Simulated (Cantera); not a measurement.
Input: 1 mol SiC, 0.018 mol CO2, 2.2 mol H2, at 0.000120 bar.

These are equilibrium values from Cantera (NASA tables, ideal gas, pure condensed phases), not measurements of a reactor. Candidate condensed phases: C, C6H6, C7H8, C8H18, H2O, Si, SiC, SiO2; 123 gas species. Mutual solubility and eutectic melting of coexisting phases are not modelled. The tables hold silica as quartz up to 1696 K and as liquid above; real silica turns to tridymite and cristobalite and melts near 1996 K. Rates play no part.

log p: log10 of the partial pressure in bar; n: condensed amount in mol.

```
T (K)  log p H2  log p H  log p Si  log p CO  log p SiO  n C(graphite)  n SiC(s)  n SiO2(β-quartz)
-----  --------  -------  --------  --------  ---------  -------------  --------  ----------------
900       -3.92   -11.89      <-15     -8.67        ___         0.0359     0.982            0.0180
1000      -3.92   -10.60      <-15     -6.90        ___         0.0325     0.983            0.0169
1100      -3.93    -9.55      <-15     -5.89        ___              0     0.994           0.00599
1200      -3.93    -8.67    -13.55     -5.88        ___              0     0.994           0.00506
1300      -3.93    -7.92    -11.57     -5.84      -6.32              0     0.991                 0
1400      -3.93    -7.28    -10.19     -5.84      -6.32              0     0.991                 0
1500      -3.93    -6.72     -9.00     -5.84      -6.32              0     0.991                 0
1600      -3.93    -6.23     -7.96     -5.84      -6.32              0     0.991                 0
1700      -3.93    -5.80     -7.07     -5.83      -6.36              0     0.990                 0
1800      -3.94    -5.42     -6.38     -5.79        ___              0     0.987                 0
1900      -3.96    -5.08     -6.07     -5.74        ___              0     0.982                 0
2000      -4.00    -4.79     -5.62     -5.76        ___         0.0281     0.946                 0
```

Q: Some entries are withheld; supply them.

A: 
- 900, log p SiO: -13.22
- 1000, log p SiO: -10.99
- 1100, log p SiO: -9.03
- 1200, log p SiO: -7.12
- 1800, log p SiO: -6.58
- 1900, log p SiO: -7.36
- 2000, log p SiO: -7.79
